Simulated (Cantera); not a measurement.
**Si₂H₆ + N₂O + N₂ + NO (silicon oxide and oxynitride deposition)**

Feed: 1 mol Si₂H₆, 0.98 mol N₂O, 15 mol N₂, 22 mol NO, at 13.3 mbar.

Cantera equilibrium calculation (NASA polynomials, part measured and part estimated; ideal gas, pure solids and liquids). Candidate condensed phases: H₂O, Si, SiO₂, Si₂N₂O, Si₃N₄; 35 gas species. The feed counts by its element totals alone. The tables hold silica as quartz up to 1696 K and as liquid above; real silica turns to tridymite and cristobalite and melts near 1996 K. The numbers say what is thermodynamically allowed, not how fast it happens.

| T (°C) | x N₂ | x O₂ | x H₂O | x NO | x OH | x O | x NO₂ | n SiO₂(α-quartz) | n SiO₂(β-quartz) |
|---|---|---|---|---|---|---|---|---|---|
| 500 | 0.711 | 0.210 | 0.0790 | 1.18e-6 | 9.74e-10 | <1e-12 | 5.72e-8 | 2.00 | 0 |
| 550 | 0.711 | 0.210 | 0.0790 | 2.80e-6 | 4.51e-9 | <1e-12 | 7.83e-8 | 2.00 | 0 |
| 600 | 0.711 | 0.210 | 0.0790 | 6.01e-6 | 1.76e-8 | 7.54e-12 | 1.03e-7 | 0 | 2.00 |
| 650 | 0.711 | 0.210 | 0.0790 | 1.19e-5 | 5.90e-8 | 4.96e-11 | 1.33e-7 | 0 | 2.00 |
| 700 | 0.711 | 0.210 | 0.0790 | 2.19e-5 | 1.75e-7 | 2.69e-10 | 1.66e-7 | 0 | 2.00 |
| 750 | 0.711 | 0.210 | 0.0790 | 3.81e-5 | 4.67e-7 | 1.24e-9 | 2.03e-7 | 0 | 2.00 |
| 800 | 0.711 | 0.210 | 0.0790 | 6.28e-5 | 1.14e-6 | 4.94e-9 | 2.44e-7 | 0 | 2.00 |
| 850 | 0.711 | 0.210 | 0.0790 | 9.91e-5 | 2.56e-6 | 1.75e-8 | 2.89e-7 | 0 | 2.00 |
| 900 | 0.710 | 0.210 | 0.0790 | 0.000151 | 5.38e-6 | 5.55e-8 | 3.37e-7 | 0 | 2.00 |
| 950 | 0.710 | 0.210 | 0.0790 | 0.000221 | 1.06e-5 | 1.60e-7 | 3.88e-7 | 0 | 2.00 |
| 1000 | 0.710 | 0.210 | 0.0790 | 0.000314 | 2.00e-5 | 4.27e-7 | 4.42e-7 | 0 | 2.00 |
| 1050 | 0.710 | 0.210 | 0.0790 | 0.000436 | 3.57e-5 | 1.06e-6 | 4.99e-7 | 0 | 2.00 |
| 1100 | 0.710 | 0.210 | 0.0790 | 0.000590 | 6.12e-5 | 2.45e-6 | 5.59e-7 | 0 | 2.00 |
x: gas mole fraction; n: condensed amount in mol.

From 500 °C to 550 °C the condensed part is SiO₂(α-quartz). From 600 °C to 1100 °C the condensed part is SiO₂(β-quartz).
